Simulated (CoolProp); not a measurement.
R227EA along the isobar 0.101 MPa: Z from the reference equation and from simpler models built on Tc = 374.9 K, pc = 2.925 MPa, ω = 0.358; each cubic takes its own stable root.

Values from CoolProp's reference Helmholtz-energy equation of state, Lemmon 2016.

```csv
T (K),phase,reference
208.8,liquid,0.005821
237.4,liquid,0.005405
265.9,gas,0.9574
294.4,gas,0.9713
322.9,gas,0.9796
351.4,gas,0.9849
379.9,gas,0.9886
408.4,gas,0.9912
437,gas,0.9932
465.5,gas,0.9946
```

### Question
How far does each simpler model (van der Waals, Peng-Robinson) lie from the reference over these 10 states: mean and median of the absolute difference, and the worst?

### Answer
- van der Waals: mean 3422.1 %, median 0.4 %, worst +17838.9 % at 237.4 K and 0.101 MPa
- Peng-Robinson: mean 0.8 %, median 0.1 %, worst -3.6 % at 237.4 K and 0.101 MPa

At some of these states van der Waals gives the other phase, because its saturation line lies elsewhere.
